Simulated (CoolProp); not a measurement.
n-perfluorohexane at several states: density (kg/m³) from the reference equation and from simpler models built on Tc = 448.0 K, pc = 1742 kPa, ω = 0.497; each cubic takes its own stable root.

The numbers come from the reference Helmholtz-energy equation of state, Gao 2022 in CoolProp.

```json
[
 {"T (K)": "193.8", "p (kPa)": "23.1", "phase": "liquid", "reference": "1969"},
 {"T (K)": "289.3", "p (kPa)": "7170", "phase": "liquid", "reference": "1729"},
 {"T (K)": "428.7", "p (kPa)": "57.6", "phase": "gas", "reference": "5.538"},
 {"T (K)": "368.3", "p (kPa)": "157", "phase": "gas", "reference": "18.57"},
 {"T (K)": "245.2", "p (kPa)": "17.1", "phase": "liquid", "reference": "1825"},
 {"T (K)": "302.2", "p (kPa)": "38.8", "phase": "liquid", "reference": "1664"}
]
```

### Question
How far does each simpler model (van der Waals, Redlich-Kwong, Soave-Redlich-Kwong, Peng-Robinson) lie from the reference over these 6 states: mean and median of the absolute difference, and the worst?

### Answer
- van der Waals: mean 48.1 %, median 43.2 %, worst -99.8 % at 245.2 K and 17.1 kPa
- Redlich-Kwong: mean 25.6 %, median 17.1 %, worst -99.7 % at 302.2 K and 38.8 kPa
- Soave-Redlich-Kwong: mean 9.2 %, median 12.7 %, worst -15.8 % at 193.8 K and 23.1 kPa
- Peng-Robinson: mean 2.1 %, median 1.6 %, worst -5.7 % at 193.8 K and 23.1 kPa

At some of these states van der Waals, Redlich-Kwong gives the other phase, because its saturation line lies elsewhere.
